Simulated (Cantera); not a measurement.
Input: 1 mol n-butane, 2.9 mol H2, 4.6 mol N2, at 1298 K.

Method: chemical equilibrium by Gibbs-energy minimisation in Cantera with the NASA 1993 tables (ideal gas, pure condensed phases). Candidate condensed phases: C, C6H6, C7H8, C8H18; 92 gas species. The ideal-gas law is rough above about 30 bar. Equilibrium is a limit: real reactors are often held back by kinetics, nucleation or transport.

**Question.** What share of the C ends up in condensed phases as a function of P (Pa), at 10, 100, 1000, 10000, 100000, 1000000, 10000000?

**Answer.** 
```csv
P (Pa),C condensed (%),as
10,100.0,C(graphite)
100,100.0,C(graphite)
1000,100.0,C(graphite)
10000,99.9,C(graphite)
100000,99.0,C(graphite)
1000000,91.4,C(graphite)
10000000,60.0,C(graphite)
```
